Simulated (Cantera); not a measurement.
An adiabatic, constant-volume homogeneous reactor starts with CO : H₂ : O₂ : N₂ = 1 : 0.32 : 0.93 : 3.5 (molar parts), at 1125 K and 0.400 bar. Integrator tolerance rtol = 1e-08.

Cantera simulation using GRI-Mech 3.0 (53 species, 325 reactions); the numbers are that mechanism's predictions, not measurements.

Question: What does this change do: constant pressure in place of constant volume?

Answer: 
```
quantity                                                            before                                    after
---------------------------------  ---------------------------------------  ---------------------------------------
time of steepest temperature rise                                 0.256 ms                                 0.258 ms
temperature at 0.500 s                                              2645 K                                   2488 K
equilibrium temperature                                             2645 K                                   2488 K
x(CO) at 0.500 s                     0.0472 (gas-phase equilibrium 0.0472)    0.0351 (gas-phase equilibrium 0.0351)
x(H₂) at 0.500 s                   0.00255 (gas-phase equilibrium 0.00255)  0.00196 (gas-phase equilibrium 0.00196)
x(O₂) at 0.500 s                     0.0625 (gas-phase equilibrium 0.0625)    0.0601 (gas-phase equilibrium 0.0601)
x(NO₂) at 0.500 s                  5.70e-6 (gas-phase equilibrium 5.70e-6)  3.38e-6 (gas-phase equilibrium 3.38e-6)
x(CO₂) at 0.500 s                      0.143 (gas-phase equilibrium 0.143)      0.157 (gas-phase equilibrium 0.157)
```

Question: What does this change do: H2 0.32 to 0.15 parts?

Answer: 
```
quantity                                                            before                                      after
---------------------------------  ---------------------------------------  -----------------------------------------
time of steepest temperature rise                                 0.256 ms                                   0.342 ms
temperature at 0.500 s                                              2645 K                                     2592 K
equilibrium temperature                                             2645 K                                     2592 K
x(CO) at 0.500 s                     0.0472 (gas-phase equilibrium 0.0472)      0.0370 (gas-phase equilibrium 0.0370)
x(H₂) at 0.500 s                   0.00255 (gas-phase equilibrium 0.00255)  0.000872 (gas-phase equilibrium 0.000872)
x(O₂) at 0.500 s                     0.0625 (gas-phase equilibrium 0.0625)      0.0756 (gas-phase equilibrium 0.0756)
x(NO₂) at 0.500 s                  5.70e-6 (gas-phase equilibrium 5.70e-6)    6.69e-6 (gas-phase equilibrium 6.69e-6)
x(CO₂) at 0.500 s                      0.143 (gas-phase equilibrium 0.143)        0.158 (gas-phase equilibrium 0.158)
```
